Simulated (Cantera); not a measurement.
A closed system holds: 1 mol SiCl₄, 2 mol H₂, at 1198.15 K and 28000 Pa.

These are equilibrium values from Cantera (NASA tables, ideal gas, pure condensed phases), not measurements of a reactor. Candidate condensed phases: Si; 19 gas species. The tables' values for SiCl₃ are old estimates; treat these amounts as uncertain. Equilibrium is a limit: real reactors are often held back by kinetics, nucleation or transport.

### Question
What is the equilibrium state?

### Answer
| Item | Value |
|---|---|
| x(H₂) | 0.587 |
| x(SiCl₄) | 0.253 |
| x(HCl) | 0.0854 |
| x(SiHCl₃) | 0.0468 |
| x(SiCl₃) | 0.0167 |
| x(SiCl₂) | 0.00978 |
| x(SiH₂Cl₂) | 0.00113 |
| x(SiH₃Cl) | 7.50e-6 |
| gas amount | 3.055 mol |
| log10 activity of Si(s) (absent) | -0.48 |
